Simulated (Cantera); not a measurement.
Cantera with NASA thermochemical tables; ideal gases at 1 bar, condensed phases pure. Values are per mole of reaction as written; species without (g) are pure solids or liquids, kept so even where they would boil at 1 bar.

### Question
Between 1700 and 1925 K, where is each reaction favourable under standard conditions?
- 2 N2(g) + 3 SiBr4(g) ⇌ Si3N4 + 6 Br2(g)

### Answer
- 2 N2(g) + 3 SiBr4(g) ⇌ Si3N4 + 6 Br2(g): ΔG° is 608 kJ at 1700 K and 598 kJ at 1925 K; it stays positive (K < 1). ΔH° is 686 kJ and ΔS° 46 J/K at 1925 K.
